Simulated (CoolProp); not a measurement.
CH3F (R41) along the isotherm 425 K: Z from the reference equation and from simpler models built on Tc = 317.3 K, pc = 5906 kPa, ω = 0.200; each cubic takes its own stable root.

Values from CoolProp's reference Helmholtz-energy equation of state, Lemmon 2006. It is a short technical equation, of lower accuracy than the large ones.

| p (kPa) | phase | reference |
|---|---|---|
| 3690 | gas | 0.9089 |
| 7380 | supercritical | 0.8222 |
| 11100 | supercritical | 0.7441 |
| 14800 | supercritical | 0.6841 |
| 18500 | supercritical | 0.6498 |
| 22100 | supercritical | 0.6422 |
| 25800 | supercritical | 0.6542 |
| 29500 | supercritical | 0.6784 |

Q: How far does each simpler model (van der Waals, Soave-Redlich-Kwong, Peng-Robinson) lie from the reference over these 8 states: mean and median of the absolute difference, and the worst?

A: 
- van der Waals: mean 8.9 %, median 4.8 %, worst +24.3 % at 425 K and 29500 kPa
- Soave-Redlich-Kwong: mean 14.4 %, median 15.8 %, worst +23.8 % at 425 K and 29500 kPa
- Peng-Robinson: mean 8.5 %, median 9.4 %, worst +14.9 % at 425 K and 29500 kPa
